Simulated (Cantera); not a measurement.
Charge: 1 mol TiO2, 41 mol Cl2, 2.4 mol O2, at 90.0 Torr.

Method: chemical equilibrium by Gibbs-energy minimisation in Cantera with the NASA 1993 tables (ideal gas, pure condensed phases). Candidate condensed phases: Ti, TiCl2, TiCl3, TiCl4, TiO, TiO2, Ti2O3, Ti3O5, Ti4O7; 15 gas species. Equilibrium is a limit: real reactors are often held back by kinetics, nucleation or transport.

Q: At 1473 K, list the 5 most abundant gas species with their mole fractions, and the condensed phases.

A: Cl2 0.811, Cl 0.126, O2 0.0572, TiCl4 0.00557, ClO 0.000266. Condensed: TiO2(rutile).
